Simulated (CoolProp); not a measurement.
Vapour-liquid equilibrium of CH2F2 (R32) (1) + dimethyl ether (2) at 207.1 K; x and y are mole fractions of (1).

Values from CoolProp's multi-fluid Helmholtz-energy mixture model, Tillner-Roth 1997 and Wu 2011; pair parameters Bell 2016.

Task: Give the bubble pressure and the first vapour's composition at x = 0.275, 0.425, 0.875. Is there an azeotrope?

Result: x = 0.275: 20.75 kPa, y = 0.619; x = 0.425: 26.50 kPa, y = 0.764; x = 0.875: 41.84 kPa, y = 0.963. No azeotrope shows between x = 0.05 and 0.95.

Pair parameters are fitted to limited data, so mixtures are less certain than the pure fluids. The gap from Raoult's law changes sign with composition, which may be real or a fault of the pair parameters; it wasn't checked against measurements.
